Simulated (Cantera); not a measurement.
Mixture: C3H8 : O2 : N2 = 1 : 3.33 : 12.5 (molar parts), at 510 Torr, adiabatic and at constant volume. Ignition delay is the time to a rise of 400 K.

Computed with Cantera and GRI-Mech 3.0 (53 species, 325 reactions). GRI-Mech 3.0 was tuned for natural gas; its chemistry of propane as a main component is partial and can be far from experiment.

Task: Predict: delay at 1025 K; delay at 1100 K; delay at 1175 K; delay at 1250 K; delay at 1325 K; delay at 1400 K; delay at 1475 K; apparent activation energy between 1325 and 1475 K.

Result: 
- delay at 1025 K: 0.405 s
- delay at 1100 K: 64.8 ms
- delay at 1175 K: 11.8 ms
- delay at 1250 K: 2.64 ms
- delay at 1325 K: 0.754 ms
- delay at 1400 K: 0.270 ms
- delay at 1475 K: 0.118 ms
- apparent activation energy between 1325 and 1475 K: 200 kJ/mol
